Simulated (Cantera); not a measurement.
A Cantera script and what it prints.

```python
import numpy as np
import cantera as ct

gas_names = """
    CL CL2 H HCL H2 Si SiCL SiCL2 SiCL3 SiCL4 SiH SiHCL3 SiH2 SiH2CL2 SiH3 SiH3CL SiH4 Si2 Si3
""".split()
cond_names = """
    Si(cr) Si(L)
""".split()


# ... load() reads the species with a 1 bar reference pressure and builds the phases ...
atoms = {
    'SiCl4': {'Si': 1, 'CL': 4},
    'H2': {'H': 2},
    'HCl': {'H': 1, 'CL': 1},
}
top_T = {}  # K; cautious upper limits of use, not melting points


# ... equilibrate(T, P, feed) seeds the gas with the atoms and calls Mixture.equilibrate('TP', solver="vcs", rtol=1e-11, max_steps=5000) ...
results = []
feed = {'SiCl4': 1, 'H2': 9.2, 'HCl': 0.89}  # mol
T = 1350  # K
P = 85000  # Pa
mix = equilibrate(T, P, feed)
results.append((T, P, feed, dict(zip(mix.species_names, mix.species_moles))))
print(gas.report(threshold=0.001))
for i in range(1, mix.n_phases):
    print(f"{mix.phase(i).name:16s} {mix.phase_moles(i):12.5e} mol")
```

Result:

```
       temperature   1350 K
          pressure   85000 Pa
           density   0.1485 kg/m^3
  mean mol. weight   19.609 kg/kmol
   phase of matter   gas

                          1 kg             1 kmol
                     ---------------   ---------------
          enthalpy       -1.1267e+06       -2.2093e+07  J
   internal energy       -1.6991e+06       -3.3317e+07  J
           entropy             11005        2.1579e+05  J/K
    Gibbs function       -1.5983e+07       -3.1342e+08  J
 heat capacity c_p            1927.2             37792  J/K
 heat capacity c_v            1503.2             29477  J/K

                      mass frac. Y      mole frac. X     chem. pot. / RT
                     ---------------   ---------------   ---------------
               HCL           0.23993           0.12905           -35.526
                H2          0.080413           0.78217            -18.71
             SiCL2          0.052251          0.010351           -58.428
             SiCL3           0.06983          0.010186           -84.599
             SiCL4           0.43315          0.049997           -110.77
            SiHCL3           0.11986          0.017354           -93.954
     [  +13 minor]         0.0045683        0.00089379

Si(cr)            0.00000e+00 mol
```

Cantera equilibrium calculation (NASA polynomials, part measured and part estimated; ideal gas, pure solids and liquids). The tables' values for SiCl3 are old estimates; treat these amounts as uncertain.
